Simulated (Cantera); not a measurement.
Input: 1 mol Al, a varied amount of H2O, 450 mol H2, equilibrated at 552 °C and 7.50 Torr.

Cantera equilibrium calculation (NASA polynomials, part measured and part estimated; ideal gas, pure solids and liquids). Candidate condensed phases: Al, Al2O3, H2O; 19 gas species. Rates play no part.

Task: Which condensed phases are stable at each of these points (n(H2O) (mol)): 0.74, 0.96, 1.2, 1.6, 2.1, 2.7, 3.5, 4.6, 5.9, 7.7, 9.9, 13, 17?

Result: 
```json
[
 {"n(H2O) (mol)": "0.74", "condensed phases": "Al(s) + Al2O3(s)", "Al condensed (%)": "100.0"},
 {"n(H2O) (mol)": "0.96", "condensed phases": "Al(s) + Al2O3(s)", "Al condensed (%)": "100.0"},
 {"n(H2O) (mol)": "1.2", "condensed phases": "Al(s) + Al2O3(s)", "Al condensed (%)": "100.0"},
 {"n(H2O) (mol)": "1.6", "condensed phases": "Al2O3(s)", "Al condensed (%)": "100.0"},
 {"n(H2O) (mol)": "2.1", "condensed phases": "Al2O3(s)", "Al condensed (%)": "100.0"},
 {"n(H2O) (mol)": "2.7", "condensed phases": "Al2O3(s)", "Al condensed (%)": "100.0"},
 {"n(H2O) (mol)": "3.5", "condensed phases": "Al2O3(s)", "Al condensed (%)": "100.0"},
 {"n(H2O) (mol)": "4.6", "condensed phases": "Al2O3(s)", "Al condensed (%)": "100.0"},
 {"n(H2O) (mol)": "5.9", "condensed phases": "Al2O3(s)", "Al condensed (%)": "100.0"},
 {"n(H2O) (mol)": "7.7", "condensed phases": "Al2O3(s)", "Al condensed (%)": "100.0"},
 {"n(H2O) (mol)": "9.9", "condensed phases": "Al2O3(s)", "Al condensed (%)": "100.0"},
 {"n(H2O) (mol)": "13", "condensed phases": "Al2O3(s)", "Al condensed (%)": "100.0"},
 {"n(H2O) (mol)": "17", "condensed phases": "Al2O3(s)", "Al condensed (%)": "100.0"}
]
```

From 0.74 mol H2O to 1.2 mol H2O the condensed part is Al(s) + Al2O3(s). From 1.6 mol H2O to 17 mol H2O the condensed part is Al2O3(s).
